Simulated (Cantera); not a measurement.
An isothermal, constant-pressure homogeneous reactor starts with 0.256 % CO, 0.983 % O2, 0.423 % H2O, 98.3 % N2, at 1100 K and 1.00 bar.

Computed with Cantera and GRI-Mech 3.0 (53 species, 325 reactions).

x: mole fraction; the columns are a selection and need not sum to one.

```json
[
 {"t (s)": "3.00e-5", "x CO": "0.00256", "x O2": "0.00983", "x H2O": "0.00423", "x CO2": "6.58e-12", "x OH": "<1e-12", "x HO2": "<1e-12"},
 {"t (s)": "0.000120", "x CO": "0.00256", "x O2": "0.00983", "x H2O": "0.00423", "x CO2": "2.67e-11", "x OH": "1.00e-12", "x HO2": "<1e-12"},
 {"t (s)": "0.000482", "x CO": "0.00256", "x O2": "0.00983", "x H2O": "0.00423", "x CO2": "1.20e-10", "x OH": "1.09e-11", "x HO2": "3.77e-12"},
 {"t (s)": "0.00193", "x CO": "0.00256", "x O2": "0.00983", "x H2O": "0.00423", "x CO2": "(withheld)", "x OH": "1.19e-10", "x HO2": "1.68e-10"},
 {"t (s)": "0.00775", "x CO": "0.00256", "x O2": "0.00983", "x H2O": "0.00423", "x CO2": "(withheld)", "x OH": "8.63e-9", "x HO2": "2.41e-8"},
 {"t (s)": "0.0311", "x CO": "0.00177", "x O2": "0.00944", "x H2O": "0.00420", "x CO2": "(withheld)", "x OH": "1.00e-5", "x HO2": "2.00e-6"},
 {"t (s)": "0.124", "x CO": "0.000321", "x O2": "0.00872", "x H2O": "0.00423", "x CO2": "(withheld)", "x OH": "4.60e-6", "x HO2": "8.79e-7"},
 {"t (s)": "0.499", "x CO": "2.30e-5", "x O2": "0.00858", "x H2O": "0.00423", "x CO2": "0.00254", "x OH": "1.62e-6", "x HO2": "1.23e-7"},
 {"t (s)": "2.00", "x CO": "8.25e-7", "x O2": "0.00857", "x H2O": "0.00423", "x CO2": "0.00256", "x OH": "4.64e-7", "x HO2": "5.68e-9"}
]
```

Problem. Fill in the missing entries.

Solution. 
- 0.00193, x CO2: 1.02e-9
- 0.00775, x CO2: 9.34e-8
- 0.0311, x CO2: 0.000786
- 0.124, x CO2: 0.00224
